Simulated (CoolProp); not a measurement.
Vapour-liquid equilibrium of propane (1) + R114 (2) at 5.48 bar; x and y are mole fractions of (1).

Model: multi-fluid Helmholtz-energy mixture model, Lemmon 2009 and Platzer 1990; pair parameters Bell 2016, in CoolProp. This equation is an older, rougher fit; its heat capacities, sound speeds and derivatives of the liquid may be far off and weren't checked against measurements.

| x | bubble temperature, mixture model (°C) | bubble temperature, Raoult's law (°C) | y, mixture model | y, Raoult's law |
|---|---|---|---|---|
| 0.05 | 51.6 | 52.8 | [?] | 0.166 |
| 0.15 | [?] | 44.1 | 0.418 | 0.411 |
| 0.25 | 33.3 | 36.7 | [?] | 0.579 |
| 0.35 | 27.1 | 30.5 | 0.683 | 0.698 |
| 0.45 | 22.2 | 25.1 | 0.760 | 0.784 |
| 0.55 | 18.1 | 20.4 | 0.819 | 0.849 |
| 0.65 | [?] | 16.2 | 0.867 | 0.898 |
| 0.75 | 11.5 | 12.5 | [?] | 0.936 |
| 0.85 | [?] | 9.2 | 0.946 | 0.966 |
| 0.95 | 6.1 | 6.2 | 0.982 | 0.990 |

Question: Some entries are withheld; supply them.

Answer: 
- 0.05, y, mixture model: 0.172
- 0.15, bubble temperature, mixture model (°C): 41.2
- 0.25, y, mixture model: 0.576
- 0.65, bubble temperature, mixture model (°C): 14.6
- 0.75, y, mixture model: 0.908
- 0.85, bubble temperature, mixture model (°C): 8.7

The largest gap from Raoult's law is -3.4 K in bubble temperature, at x = 0.35. No azeotrope shows between x = 0.05 and 0.95.

The pair parameters rest on a limited set of measurements; away from them the model extrapolates.
